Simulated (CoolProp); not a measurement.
Model: reference Helmholtz-energy equation of state, Lemmon 2003, in CoolProp. It is a pseudo-pure fit of the blend.

Task: For R410A, give the phase and the speed of sound (m/s) at 368.8 K and 0.261 MPa.

Result: 
- 368.8 K and 0.261 MPa: gas; speed of sound 217
